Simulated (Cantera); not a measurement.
A closed system holds: 1 mol HMDSO, 0.68 mol O₂, 2.8 mol N₂, at 1300 K and 17000 Pa.

Cantera equilibrium calculation (NASA polynomials, part measured and part estimated; ideal gas, pure solids and liquids). Candidate condensed phases: C, C₆H₆, C₇H₈, C₈H₁₈, H₂O, Si, SiC, SiO₂, Si₂N₂O, Si₃N₄; 151 gas species. The feed counts by its element totals alone. N₂ is the only nitrogen source here; it is nearly inert below about 1500 K, so the nitride shown seldom forms there in practice. Mutual solubility and eutectic melting of coexisting phases are not modelled. The tables hold silica as quartz up to 1696 K and as liquid above; real silica turns to tridymite and cristobalite and melts near 1996 K. Rates play no part.

Base state: H₂ 0.750, N₂ 0.158, CO 0.0908, CH₄ 0.000753, H₂O 0.000106, HCN 7.13e-5 (mole fractions); condensed: C(graphite) + SiO₂(β-quartz) + Si₂N₂O(s).

Task: What changes in the equilibrium state with this change: O₂ from 0.68 to 23 mol?

Result: 
```json
[
 {"species": "O₂", "before": "<1e-9", "after": "0.382"},
 {"species": "H₂O", "before": "0.000106", "after": "0.312"},
 {"species": "CO₂", "before": "7.25e-6", "after": "0.208"},
 {"species": "H₂", "before": "0.750", "after": "1.06e-7"},
 {"species": "CO", "before": "0.0908", "after": "1.25e-7"},
 {"species": "N₂", "before": "0.158", "after": "0.0971"},
 {"species": "CH₄", "before": "0.000753", "after": "<1e-9"},
 {"species": "NO", "before": "<1e-9", "after": "0.000187"},
 {"species": "C(graphite), mol", "before": "4.90", "after": "0"},
 {"species": "SiO₂(β-quartz), mol", "before": "0.181", "after": "2.00"},
 {"species": "Si₂N₂O(s), mol", "before": "0.909", "after": "0"}
]
```
Gases not in the tables: Si(OH)₄.
